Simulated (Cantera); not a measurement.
A freely propagating, adiabatic, planar premixed flame of CH4 : CO : O2 : N2 : H2O = 1 : 0.045 : 2.3 : 8.64 : 2.3 (molar parts), equivalence ratio 0.88, unburnt at 575 K and 1.18 atm; mixture-averaged transport, grid criteria slope 0.08 and curve 0.16, no radiation.

Model: GRI-Mech 3.0 (53 species, 325 reactions), integrated in Cantera. Burning velocities carry a grid error of a few per cent, more on coarse grids.

Task: Predict: laminar burning velocity; thermal thickness; peak x(HCN); peak x(HCO).

Result: 
```
Item                          Value
------------------------  ---------
laminar burning velocity  52.5 cm/s
thermal thickness          0.523 mm
peak x(HCN)                 8.14e-7
peak x(HCO)                 1.43e-5
```
